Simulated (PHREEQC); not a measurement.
Dissolve 0.00017 mol PbCl2, 7.7e-05 mol KBr and 0.18 mol Cu(NO3)2 per kg of water at 25 °C. Closed to the air; pH follows from the charge balance.

Computed with PHREEQC (ion-association model, phreeqc.dat).

No solid was allowed to form.

Task: Order these Pb species by the share of Pb that they hold, largest first: PbCl+, Pb+2, PbNO3+.

Result: PbNO3+ (56 %), Pb+2 (44 %), PbCl+ (0.14 %)

The pH is 4.11 and the ionic strength 0.540 mol/kgw. Complexes and solids missing from the database can't appear.
